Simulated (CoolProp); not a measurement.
Vapour-liquid equilibrium of R13 (1) + propylene (2) at 73.8 kPa; x and y are mole fractions of (1).

The numbers come from the multi-fluid Helmholtz-energy mixture model, Platzer 1990 and Lemmon 2013; pair parameters Bell 2016 in CoolProp. This equation is an older, rougher fit; its heat capacities, sound speeds and derivatives of the liquid may be far off and weren't checked against measurements.

```tsv
x	bubble temperature, mixture model (°C)	bubble temperature, Raoult's law (°C)	y, mixture model	y, Raoult's law
0.05	[?]	-58.0	0.340	0.207
0.2	-73.6	-66.4	0.701	0.573
0.35	-78.7	-72.5	0.809	0.755
0.5	-81.5	-77.1	[?]	0.858
0.65	[?]	-80.8	0.898	0.921
0.8	[?]	-83.8	0.935	0.963
0.95	-86.6	-86.4	[?]	0.992
```

Task: What belongs in the gaps?

Result: 
- 0.05, bubble temperature, mixture model (°C): -61.8
- 0.5, y, mixture model: 0.861
- 0.65, bubble temperature, mixture model (°C): -83.5
- 0.8, bubble temperature, mixture model (°C): -85.1
- 0.95, y, mixture model: 0.980

The largest gap from Raoult's law is -7.2 K in bubble temperature, at x = 0.2. No azeotrope shows between x = 0.05 and 0.95.

The pair parameters rest on a limited set of measurements; away from them the model extrapolates.
